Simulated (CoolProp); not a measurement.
Model: reference Helmholtz-energy equation of state, Lemmon 2004, in CoolProp. It is a short technical equation, of lower accuracy than the large ones.

### Question
Give the vapour pressure (MPa), liquid density (kg/m³), vapour Z, surface tension (mN/m) of saturated n-dodecane at 413.9 K.

### Answer
```tsv
T (K)	p (MPa)	liquid density (kg/m³)	vapour Z	surface tension (mN/m)
413.9	0.0110	658	0.986	15.3
```

Surface tension comes from a separate correlation (Mulero 2012).
